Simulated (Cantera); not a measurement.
What does this Cantera script print?

```python
import numpy as np
import cantera as ct

gas_names = """
    C CN CO CO2 C2 CCN CNC C2N2 C2O C3 C3O2 C4 C4N2 C5 N NCO NO NO2 NO3 N2 N2O O O2 O3 Si SiC SiC2 SiN
    SiO SiO2 Si2 Si2C Si2N Si3
""".split()
cond_names = """
    C(gr) Si(cr) Si(L) SiC(b) SiO2(Lqz) SiO2(hqz) SiO2(L) Si2N2O(s) Si3N4(a)
""".split()


# ... load() reads the species with a 1 bar reference pressure and builds the phases ...
atoms = {
    'SiC': {'Si': 1, 'C': 1},
    'N2O': {'N': 2, 'O': 1},
    'N2': {'N': 2},
}
top_T = {'C(gr)': 4500, 'SiC(b)': 3050, 'Si2N2O(s)': 2100, 'Si3N4(a)': 2400}  # K; cautious upper limits of use, not melting points


# ... equilibrate(T, P, feed) seeds the gas with the atoms and calls Mixture.equilibrate('TP', solver="vcs", rtol=1e-11, max_steps=5000) ...
results = []
feed = {'SiC': 1, 'N2O': 0.49, 'N2': 7.3}  # mol
P = 260  # Pa
for T in [1198, 1223, 1248, 1273, 1298, 1323, 1348, 1373, 1398]:
    mix = equilibrate(T, P, feed)
    results.append((T, P, feed, dict(zip(mix.species_names, mix.species_moles))))
    x = sorted(zip(gas.X, gas.species_names), reverse=True)
    print(f"T = {T:g} K  P = {P:g} Pa  gas = {mix.phase_moles(0):.4g} mol")
    print("   x: " + "  ".join(f"{s} {v:.3e}" for v, s in x if v > 1e-06))
    print("   condensed (mol): " + ("  ".join(f"{mix.phase(i).name} {mix.phase_moles(i):.4g}"
          for i in range(1, mix.n_phases) if mix.phase_moles(i) > 1e-12) or "none"))
```

Result:

```
T = 1198 K  P = 260 Pa  gas = 7.287 mol
   x: N2 1.000e+00  CO 6.193e-06
   condensed (mol): C(gr) 1  Si2N2O(s) 0.49  Si3N4(a) 0.006697
T = 1223 K  P = 260 Pa  gas = 7.287 mol
   x: N2 1.000e+00  CO 1.217e-05
   condensed (mol): C(gr) 0.9999  Si2N2O(s) 0.4899  Si3N4(a) 0.006726
T = 1248 K  P = 260 Pa  gas = 7.287 mol
   x: N2 1.000e+00  CO 2.328e-05
   condensed (mol): C(gr) 0.9998  Si2N2O(s) 0.4898  Si3N4(a) 0.00678
T = 1273 K  P = 260 Pa  gas = 7.287 mol
   x: N2 1.000e+00  CO 4.337e-05
   condensed (mol): C(gr) 0.9997  Si2N2O(s) 0.4897  Si3N4(a) 0.006877
T = 1298 K  P = 260 Pa  gas = 7.301 mol
   x: N2 9.999e-01  CO 9.451e-05
   condensed (mol): C(gr) 0.9779  SiC(b) 0.02138  Si2N2O(s) 0.4893
T = 1323 K  P = 260 Pa  gas = 7.305 mol
   x: N2 9.997e-01  CO 3.088e-04
   condensed (mol): C(gr) 0.9732  SiC(b) 0.02451  Si2N2O(s) 0.4877
T = 1348 K  P = 260 Pa  gas = 7.314 mol
   x: N2 9.990e-01  CO 9.650e-04
   condensed (mol): C(gr) 0.9588  SiC(b) 0.03412  Si2N2O(s) 0.4829
T = 1373 K  P = 260 Pa  gas = 7.343 mol
   x: N2 9.971e-01  CO 2.894e-03  SiO 3.169e-06
   condensed (mol): C(gr) 0.9162  SiC(b) 0.06253  Si2N2O(s) 0.4687
T = 1398 K  P = 260 Pa  gas = 7.424 mol
   x: N2 9.916e-01  CO 8.369e-03  SiO 1.037e-05
   condensed (mol): C(gr) 0.7935  SiC(b) 0.1443  Si2N2O(s) 0.4278
```

Cantera equilibrium calculation (NASA polynomials, part measured and part estimated; ideal gas, pure solids and liquids). Mutual solubility and eutectic melting of coexisting phases are not modelled.
